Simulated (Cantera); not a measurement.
What does this Cantera script print?

```python
import numpy as np
import cantera as ct

gas_names = """
    CL CLO CL2 Fe FeCL FeCL2 FeCL3 FeO Fe(OH)2 Fe2CL4 Fe2CL6 H HCL HOCL HO2 H2 H2O H2O2 O OH O2 O3
""".split()
cond_names = """
    Fe(a) Fe(c) Fe(d) Fe(L) FeCL2(s) FeCL2(L) FeCL3(s) FeCL3(L) FeO(s) FeO(L) Fe(OH)2(s) Fe(OH)3(s)
    Fe2O3(s) Fe3O4(s) H2O(s) H2O(L)
""".split()


# ... load() reads the species with a 1 bar reference pressure and builds the phases ...
atoms = {
    'Fe2O3': {'Fe': 2, 'O': 3},
    'Cl2': {'CL': 2},
    'O2': {'O': 2},
    'HCl': {'H': 1, 'CL': 1},
}
top_T = {'Fe2O3(s)': 1830, 'Fe3O4(s)': 1870}  # K; cautious upper limits of use, not melting points


# ... equilibrate(T, P, feed) seeds the gas with the atoms and calls Mixture.equilibrate('TP', solver="vcs", rtol=1e-11, max_steps=5000) ...
results = []
T = 1623.15  # K
P = 13332.2  # Pa
for m in [0.01, 0.05, 0.091, 0.13, 0.17, 0.21, 0.25]:
    feed = {'Fe2O3': 1, 'Cl2': m, 'O2': 0.45, 'HCl': 0.029}  # mol
    mix = equilibrate(T, P, feed)
    results.append((T, P, feed, dict(zip(mix.species_names, mix.species_moles))))
    x = sorted(zip(gas.X, gas.species_names), reverse=True)
    print(f"T = {T:g} K  P = {P:g} Pa  n(Cl2) = {m:g} mol  gas = {mix.phase_moles(0):.4g} mol")
    print("   x: " + "  ".join(f"{s} {v:.3e}" for v, s in x if v > 0.001))
    print("   condensed (mol): " + ("  ".join(f"{mix.phase(i).name} {mix.phase_moles(i):.4g}"
          for i in range(1, mix.n_phases) if mix.phase_moles(i) > 1e-12) or "none"))
```

It prints:

```
T = 1623.15 K  P = 13332.2 Pa  n(Cl2) = 0.01 mol  gas = 0.4973 mol
   x: O2 9.133e-01  HCL 4.514e-02  CL 1.674e-02  FeCL2 1.520e-02  H2O 6.519e-03  CL2 2.361e-03
   condensed (mol): Fe2O3(s) 0.9961
T = 1623.15 K  P = 13332.2 Pa  n(Cl2) = 0.05 mol  gas = 0.5635 mol
   x: O2 8.452e-01  FeCL2 6.016e-02  HCL 4.765e-02  CL 3.236e-02  CL2 8.818e-03  FeCL3 3.565e-03  H2O 1.871e-03
   condensed (mol): Fe2O3(s) 0.982
T = 1623.15 K  P = 13332.2 Pa  n(Cl2) = 0.091 mol  gas = 0.6309 mol
   x: O2 7.930e-01  FeCL2 9.967e-02  HCL 4.396e-02  CL 4.066e-02  CL2 1.393e-02  FeCL3 7.422e-03
   condensed (mol): Fe2O3(s) 0.9662
T = 1623.15 K  P = 13332.2 Pa  n(Cl2) = 0.13 mol  gas = 0.6947 mol
   x: O2 7.536e-01  FeCL2 1.307e-01  CL 4.569e-02  HCL 4.043e-02  CL2 1.758e-02  FeCL3 1.094e-02
   condensed (mol): Fe2O3(s) 0.9508
T = 1623.15 K  P = 13332.2 Pa  n(Cl2) = 0.17 mol  gas = 0.76 mol
   x: O2 7.205e-01  FeCL2 1.574e-01  CL 4.930e-02  HCL 3.721e-02  CL2 2.047e-02  FeCL3 1.421e-02
   condensed (mol): Fe2O3(s) 0.9347
T = 1623.15 K  P = 13332.2 Pa  n(Cl2) = 0.21 mol  gas = 0.8253 mol
   x: O2 6.929e-01  FeCL2 1.801e-01  CL 5.196e-02  HCL 3.442e-02  CL2 2.274e-02  FeCL3 1.713e-02
   condensed (mol): Fe2O3(s) 0.9186
T = 1623.15 K  P = 13332.2 Pa  n(Cl2) = 0.25 mol  gas = 0.9133 mol
   x: O2 6.771e-01  FeCL2 1.943e-01  CL 5.350e-02  HCL 3.120e-02  CL2 2.411e-02  FeCL3 1.903e-02
   condensed (mol): Fe2O3(s) 0.7675  Fe3O4(s) 0.09004
```

Equilibrium computed with Cantera from the NASA thermochemical tables; the gas is ideal and each condensed phase is pure. Mutual solubility and eutectic melting of coexisting phases are not modelled.
